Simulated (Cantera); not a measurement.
Feed: 1 mol H2S, 1.7 mol H2, at 1498 K and 10000 Pa.

These are equilibrium values from Cantera (NASA tables, ideal gas, pure condensed phases), not measurements of a reactor. Candidate condensed phases: S; 7 gas species. Equilibrium is a limit: real reactors are often held back by kinetics, nucleation or transport.

Base state: H2 0.719, H2S 0.212, S2 0.0649, SH 0.00347, H 4.61e-5, S 3.20e-5 (mole fractions); condensed: gas only.

What changes in the equilibrium state with this change: pressure from 10000 Pa to 10.0 Pa?


| species | before | after |
|---|---|---|
| H2 | 0.719 | 0.832 |
| S2 | 0.0649 | 0.147 |
| H2S | 0.212 | 0.0117 |
| S | 3.20e-5 | 0.00153 |
| H | 4.61e-5 | 0.00157 |
| SH | 0.00347 | 0.00563 |
